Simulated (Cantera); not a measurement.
## Premixed flame

A freely propagating, adiabatic, planar premixed flame of CO : H2 : O2 : N2 : CO2 = 1 : 0.033 : 0.397 : 1.49 : 0.84 (molar parts), unburnt at 350 K and 100.0 Torr; mixture-averaged transport, grid criteria slope 0.08 and curve 0.16, no radiation.

Cantera simulation using GRI-Mech 3.0 (53 species, 325 reactions); the numbers are that mechanism's predictions, not measurements. Burning velocities carry a grid error of a few per cent, more on coarse grids.

| z (mm) | T (K) | u (m/s) | x CO | x H2 | x O2 | x H2O2 | x NO | x N2O |
|---|---|---|---|---|---|---|---|---|
| -32.0 | 350 | 0.260 | 0.266 | 0.00877 | 0.106 | <1e-8 | <1e-8 | <1e-8 |
| -21.3 | 350 | 0.260 | 0.266 | 0.00875 | 0.106 | <1e-8 | <1e-8 | <1e-8 |
| -16.0 | 350 | 0.260 | 0.266 | 0.00868 | 0.106 | 2.04e-8 | <1e-8 | <1e-8 |
| -10.7 | 350 | 0.260 | 0.266 | 0.00848 | 0.106 | 2.76e-7 | <1e-8 | <1e-8 |
| -5.33 | 367 | 0.272 | 0.265 | 0.00760 | 0.105 | 1.62e-5 | <1e-8 | <1e-8 |
| -2.67 | 570 | 0.419 | 0.250 | 0.00626 | 0.0968 | 2.61e-5 | 1.02e-7 | <1e-8 |
| 0 | 932 | 0.672 | 0.209 | 0.00309 | 0.0733 | 1.46e-7 | 7.21e-7 | <1e-8 |
| 2.67 | 1172 | 0.826 | 0.164 | 0.000741 | 0.0461 | 3.89e-8 | 2.44e-6 | 2.58e-8 |
| 5.33 | 1301 | 0.906 | 0.140 | 0.000485 | 0.0333 | 3.91e-8 | 4.53e-6 | 3.04e-8 |
| 10.7 | 1429 | 0.984 | 0.125 | 0.000602 | 0.0267 | 4.51e-8 | 7.51e-6 | 2.76e-8 |
| 21.3 | 1542 | 1.05 | 0.115 | 0.000621 | 0.0220 | 3.10e-8 | 1.04e-5 | 2.76e-8 |
| 42.7 | 1637 | 1.11 | 0.105 | 0.000561 | 0.0170 | 1.67e-8 | 1.31e-5 | 2.77e-8 |
| 85.3 | 1718 | 1.16 | 0.0953 | 0.000488 | 0.0122 | <1e-8 | 1.62e-5 | 2.64e-8 |
x: mole fraction of selected species; z is measured from the peak of heat release.

- laminar burning velocity: 26.0 cm/s
- thermal thickness: 10.7 mm
- peak x(H2O2): 4.37e-5
- grid points: 119
